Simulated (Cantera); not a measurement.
## Dilute partial oxidation

An isothermal, constant-pressure homogeneous reactor starts with CH₂O : O₂ : N₂ = 0.029 : 0.016 : 0.66 (molar parts), equivalence ratio 1.8, at 1575 K and 57000 Pa.

Cantera simulation using GRI-Mech 3.0 (53 species, 325 reactions); the numbers are that mechanism's predictions, not measurements. The temperature is held fixed by assumption; the heat of reaction is taken as removed at once.

```csv
t (s),x CH₂O,x O₂,x H₂,x C₂H,x CH₄,x OH
2.00e-6,0.0411,0.0227,2.87e-6,<1e-12,<1e-12,2.41e-8
7.43e-6,0.0411,0.0227,2.42e-5,<1e-12,2.56e-12,2.11e-7
2.76e-5,0.0405,0.0225,0.000372,<1e-12,7.21e-10,2.81e-6
0.000102,0.0154,0.0170,0.0159,<1e-12,3.83e-7,6.46e-5
0.000381,1.76e-10,0.00276,0.00831,<1e-12,<1e-12,0.00139
0.00141,1.45e-10,0.000606,0.0108,<1e-12,<1e-12,0.000774
0.00525,1.15e-10,5.99e-5,0.0120,<1e-12,<1e-12,0.000257
0.0195,8.81e-11,3.67e-6,0.0127,<1e-12,<1e-12,6.54e-5
0.0725,7.79e-11,2.28e-7,0.0129,<1e-12,<1e-12,1.64e-5
0.269,7.51e-11,1.40e-8,0.0129,<1e-12,<1e-12,4.06e-6
1.00,7.43e-11,1.00e-9,0.0129,<1e-12,<1e-12,1.09e-6
```
x: mole fraction; the columns are a selection and need not sum to one.

Equilibrium at this temperature and pressure: CH₂O 7.40e-11, O₂ 1.95e-10, H₂ 0.0129, C₂H <1e-12, CH₄ 1.08e-12, OH 4.86e-7 (gas phase only).
